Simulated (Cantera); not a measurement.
An isothermal, constant-pressure homogeneous reactor starts with 0.879 % H2, 79.9 % O2, 19.2 % N2, equivalence ratio 0.0055, at 1275 K and 0.00290 bar.

Model: the H2/O2 subset of GRI-Mech 3.0, which has no nitrogen chemistry, integrated in Cantera. Radical loss at walls, strong at low pressure, is not modelled.

One state of this run: x H2 = 0.00509; x O2 = 0.796; x O = 0.00251; x H2O2 = 7.74e-9; x H = 0.000317; x OH = 0.00141; x HO2 = 1.97e-7. x: mole fraction; the columns are a selection and need not sum to one.

Problem. Which value of t (s) does it belong to?
A. 0.0293
B. 0.00159
C. 2.33
D. 8.60e-5

Solution. A, 0.0293
